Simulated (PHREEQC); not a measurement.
Make-up at 20 °C: 0.041 mol HNO3, 0.00028 mol CuSO4 and 0.054 mol KCl per kg of water. It is in equilibrium with CO2 at log p = -1 (atm). Otherwise closed; pH follows from the charge balance.

Computed with PHREEQC (ion-association model, phreeqc.dat).

No solid was allowed to form.

Q: Order these S species by the share of S that they hold, largest first: SO4-2, HSO4-, CuSO4, KSO4-.

A: HSO4- (56 %), SO4-2 (39 %), KSO4- (5.0 %), CuSO4 (0.31 %)

The pH is 1.47 and the ionic strength 0.0958 mol/kgw. Species that the database lacks are ignored.
